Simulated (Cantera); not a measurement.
A Cantera script and what it prints.

```python
import numpy as np
import cantera as ct

gas_names = """
    CL CL2 H HCL H2 N NH NH2 NH3 N2 N2H2 N2H4 Si SiCL SiCL2 SiCL3 SiCL4 SiH SiHCL3 SiH2 SiH2CL2 SiH3
    SiH3CL SiH4 SiN Si2 Si2N Si3
""".split()
cond_names = """
    NH4CL(a) NH4CL(b) Si(cr) Si(L) Si3N4(a)
""".split()


def load(file, names, dense=False):
    # The tables refer to 1 bar. Condensed volumes are neglected.
    table = {s.name: s for s in ct.Species.list_from_file(file)}
    out = []
    for n in names:
        d = dict(table[n].input_data)
        d["thermo"] = dict(d["thermo"], **{"reference-pressure": 1e5})
        if dense:
            d["equation-of-state"] = {"model": "constant-volume", "density": "1e6 g/cm^3"}
        out.append(ct.Species.from_dict(d))
    return out


gas = ct.Solution(thermo="ideal-gas", species=load("nasa_gas.yaml", gas_names))
cond = {s.name: ct.Solution(thermo="fixed-stoichiometry", species=[s], name=s.name)
        for s in load("nasa_condensed.yaml", cond_names, dense=True)}
atoms = {
    'Si3H8': {'Si': 3, 'H': 8},
    'HCl': {'H': 1, 'CL': 1},
    'N2': {'N': 2},
}
top_T = {'Si3N4(a)': 2400}  # K; cautious upper limits of use, not melting points


def equilibrate(T, P, feed):
    n = {}
    for name, mol in feed.items():
        for a, k in atoms[name].items():
            n[a] = n.get(a, 0.0) + k * mol
    gas.TPX = T, P, n
    mass = sum(n.values()) * gas.mean_molecular_weight
    gas.equilibrate("TP")
    valid = [c for c in cond.values() if c.min_temp <= T <= top_T.get(c.name, c.max_temp)]
    mix = ct.Mixture([(gas, mass / gas.mean_molecular_weight)] + [(c, 0.0) for c in valid])
    mix.T, mix.P = T, P
    mix.equilibrate("TP", solver="vcs", rtol=1e-11, max_steps=5000)
    return mix


results = []
T = 1373  # K
P = 1000  # Pa
for m in [8.9, 13, 18, 26, 37, 52, 75, 110, 150, 220]:
    feed = {'Si3H8': 1, 'HCl': 1.2, 'N2': m}  # mol
    mix = equilibrate(T, P, feed)
    results.append((T, P, feed, dict(zip(mix.species_names, mix.species_moles))))

top = {s: max(r[3][s] / sum(r[3][g] for g in gas_names) for r in results) for s in gas_names}
cols = sorted((s for s in top if top[s] > 1e-05), key=lambda s: -top[s])[:7]
seen = [c for c in cond_names if any(r[3].get(c, 0) > 1e-12 for r in results)]
print("log10 of partial pressures in bar; condensed amounts in mol")
print(f"{'n(N2)':>10s}" + "".join(f"{s[:9]:>10s}" for s in cols + seen))
for T, P, feed, n in results:
    ng = sum(n[g] for g in gas_names)
    print(f"{feed['N2']:10.4g}" + "".join(f"{np.log10(max(n[s] / ng * P / 1e5, 1e-99)):10.3f}" for s in cols)
          + "".join(f"{n.get(c, 0):10.4g}" for c in seen))
```

Result:

```
log10 of partial pressures in bar; condensed amounts in mol
     n(N2)        N2        H2       HCL     SiCL2     SiCL3     SiCL4         H  Si3N4(a)
       8.9    -2.244    -2.480    -3.010    -5.260    -6.245    -6.564    -6.718    0.9974
        13    -2.168    -2.607    -3.136    -5.436    -6.482    -6.864    -6.781    0.9978
        18    -2.122    -2.724    -3.252    -5.582    -6.686    -7.126    -6.839    0.9979
        26    -2.085    -2.863    -3.391    -5.745    -6.918    -7.427    -6.909    0.9981
        37    -2.060    -3.002    -3.529    -5.900    -7.143    -7.720    -6.978    0.9982
        52    -2.043    -3.139    -3.667    -6.048    -7.360    -8.006    -7.047    0.9983
        75    -2.030    -3.291    -3.818    -6.208    -7.595    -8.317    -7.123    0.9983
       110    -2.020    -3.451    -3.978    -6.375    -7.842    -8.644    -7.203    0.9983
       150    -2.015    -3.583    -4.110    -6.510    -8.043    -8.910    -7.269    0.9984
       220    -2.010    -3.746    -4.273    -6.676    -8.291    -9.240    -7.351    0.9984
```

Cantera equilibrium calculation (NASA polynomials, part measured and part estimated; ideal gas, pure solids and liquids). The feed counts by its element totals alone. N2 is the only nitrogen source here; it is nearly inert below about 1500 K, so the nitride shown seldom forms there in practice. The tables' values for SiCl3 are old estimates; treat these amounts as uncertain.
